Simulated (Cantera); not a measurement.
Input (Python, Cantera) and output of one run.

```python
import numpy as np
import cantera as ct

gas_names = """
    C CH CH2 CH3 CH2OH CH3O CH4 CH3OH CO CO2 COOH C2 C2H CHCO,ketyl C2H2,acetylene C2H2,vinylidene
    CH2CO,ketene C2H3,vinyl CH3CO,acetyl C2H4 C2H4O,ethylen CH3CHO,ethanal CH3COOH (HCOOH)2 C2H5 C2H6
    CH3OCH3 C2H5OH C2O C3 C3H3,propargyl C3H4,allene C3H4,propyne C3H4,cyclo- C3H5,allyl C3H6,propylene
    C3H6,cyclo- C3H6O C3H7,n-propyl C3H7,i-propyl C3H8 C3H8O,1propanol C3H8O,2propanol C3O2 C4 C4H2
    C4H4,1,3-cyclo- C4H6,butadiene C4H6,2-butyne C4H6,cyclo- C4H8,1-butene C4H8,cis2-buten
    C4H8,tr2-butene C4H8,isobutene C4H8,cyclo- (CH3COOH)2 C4H9,n-butyl C4H9,i-butyl C4H9,s-butyl
    C4H9,t-butyl C4H10,isobutane C4H10,n-butane C5 C5H6,1,3cyclo- C5H8,cyclo- C5H10,1-pentene
    C5H10,cyclo- C5H11,pentyl C5H11,t-pentyl C5H12,n-pentane C5H12,i-pentane CH3C(CH3)2CH3 C6H2
    C6H5,phenyl C6H5O,phenoxy C6H6 C6H5OH,phenol C6H10,cyclo- C6H12,1-hexene C6H12,cyclo- C6H13,n-hexyl
    C7H7,benzyl C7H8 C7H8O,cresol C7H14,1-heptene C7H15,n-heptyl C7H16,n-heptane C8H8,styrene
    C8H10,ethylbenz C8H16,1-octene C8H17,n-octyl C8H18,isooctane C8H18,n-octane C9H19,n-nonyl
    C10H8,naphthale C10H21,n-decyl C12H9,o-bipheny C12H10,bipheny H HCO HO2 H2 HCHO,formaldehy HCOOH H2O
    H2O2 O OH O2 O3 Si SiC SiC2 SiC4H12 SiH SiH2 SiH3 SiH4 SiO SiO2 Si2 Si2C Si3
""".split()
cond_names = """
    C(gr) C6H6(L) C7H8(L) C8H18(L),n-octa H2O(s) H2O(L) Si(cr) Si(L) SiC(b) SiO2(Lqz) SiO2(hqz) SiO2(L)
""".split()


def load(file, names, dense=False):
    # The tables refer to 1 bar. Condensed volumes are neglected.
    table = {s.name: s for s in ct.Species.list_from_file(file)}
    out = []
    for n in names:
        d = dict(table[n].input_data)
        d["thermo"] = dict(d["thermo"], **{"reference-pressure": 1e5})
        if dense:
            d["equation-of-state"] = {"model": "constant-volume", "density": "1e6 g/cm^3"}
        out.append(ct.Species.from_dict(d))
    return out


gas = ct.Solution(thermo="ideal-gas", species=load("nasa_gas.yaml", gas_names))
cond = {s.name: ct.Solution(thermo="fixed-stoichiometry", species=[s], name=s.name)
        for s in load("nasa_condensed.yaml", cond_names, dense=True)}
atoms = {
    'TEOS': {'Si': 1, 'C': 8, 'H': 20, 'O': 4},
    'CO2': {'C': 1, 'O': 2},
    'H2': {'H': 2},
}
top_T = {'C(gr)': 4500, 'SiC(b)': 3050}  # K; cautious upper limits of use, not melting points


def equilibrate(T, P, feed):
    n = {}
    for name, mol in feed.items():
        for a, k in atoms[name].items():
            n[a] = n.get(a, 0.0) + k * mol
    gas.TPX = T, P, n
    mass = sum(n.values()) * gas.mean_molecular_weight
    gas.equilibrate("TP")
    valid = [c for c in cond.values() if c.min_temp <= T <= top_T.get(c.name, c.max_temp)]
    mix = ct.Mixture([(gas, mass / gas.mean_molecular_weight)] + [(c, 0.0) for c in valid])
    mix.T, mix.P = T, P
    mix.equilibrate("TP", solver="vcs", rtol=1e-11, max_steps=5000)
    return mix


results = []
feed = {'TEOS': 1, 'CO2': 1.5, 'H2': 0.17}  # mol
P = 7000  # Pa
for T in [575, 675, 775, 875, 975, 1075, 1175, 1275, 1375, 1475, 1575]:
    mix = equilibrate(T, P, feed)
    results.append((T, P, feed, dict(zip(mix.species_names, mix.species_moles))))

top = {s: max(r[3][s] / sum(r[3][g] for g in gas_names) for r in results) for s in gas_names}
cols = sorted((s for s in top if top[s] > 1e-05), key=lambda s: -top[s])[:5]
seen = [c for c in cond_names if any(r[3].get(c, 0) > 1e-12 for r in results)]
print("log10 of partial pressures in bar; condensed amounts in mol")
print(f"{'T/K':>10s}" + "".join(f"{s[:9]:>10s}" for s in cols + seen))
for T, P, feed, n in results:
    ng = sum(n[g] for g in gas_names)
    print(f"{T:10.4g}" + "".join(f"{np.log10(max(n[s] / ng * P / 1e5, 1e-99)):10.3f}" for s in cols)
          + "".join(f"{n.get(c, 0):10.4g}" for c in seen))
```

Result:

```
log10 of partial pressures in bar; condensed amounts in mol
       T/K        H2       H2O        CO       CH4       CO2     C(gr)    SiC(b) SiO2(Lqz) SiO2(hqz)
       575    -1.972    -1.497    -4.344    -1.656    -2.270     6.273         0         1         0
       675    -1.544    -1.661    -3.121    -1.924    -2.159     6.814         0         1         0
       775    -1.366    -1.970    -2.258    -2.422    -2.158     6.804         0         1         0
       875    -1.332    -2.506    -1.784    -3.023    -2.537     5.501         0         0         1
       975    -1.331    -3.210    -1.658    -3.563    -3.334     4.671         0         0         1
      1075    -1.330    -3.868    -1.640    -4.005    -4.147     4.523         0         0         1
      1175    -1.329    -4.427    -1.638    -4.376    -4.842     4.502         0         0         1
      1275    -1.329    -4.899    -1.637    -4.691    -5.428     4.499         0         0         1
      1375    -1.329    -5.303    -1.637    -4.960    -5.926     4.499         0         0    0.9999
      1475    -1.329    -5.651    -1.637    -5.194    -6.354     4.495         0         0    0.9963
      1575    -1.382    -5.917    -1.546    -5.505    -6.543     1.536    0.9816         0         0
```

Method: chemical equilibrium by Gibbs-energy minimisation in Cantera with the NASA 1993 tables (ideal gas, pure condensed phases). The feed counts by its element totals alone. The tables hold silica as quartz up to 1696 K and as liquid above; real silica turns to tridymite and cristobalite and melts near 1996 K.
